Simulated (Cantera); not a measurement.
Charge: 1 mol SiCl₄, 3.8 mol HCl, 8.8 mol H₂, at 1125 K and 750 Torr.

Method: chemical equilibrium by Gibbs-energy minimisation in Cantera with the NASA 1993 tables (ideal gas, pure condensed phases). Candidate condensed phases: Si; 19 gas species. The tables' values for SiCl₃ are old estimates; treat these amounts as uncertain. Kinetics and transport are ignored.

Base state: H₂ 0.644, HCl 0.282, SiCl₄ 0.0705, SiHCl₃ 0.00279, SiCl₃ 0.000252, SiH₂Cl₂ 1.36e-5, SiCl₂ 1.11e-5 (mole fractions); condensed: gas only.

Q: What changes in the equilibrium state with this change: HCl from 3.8 to 0.73 mol?

A: 
```csv
species,before,after
H₂,0.644,0.820
HCl,0.282,0.0847
SiCl₄,0.0705,0.0799
SiHCl₃,0.00279,0.0134
SiH₂Cl₂,1.36e-5,0.000278
SiCl₂,1.11e-5,0.000178
SiCl₃,0.000252,0.00107
```
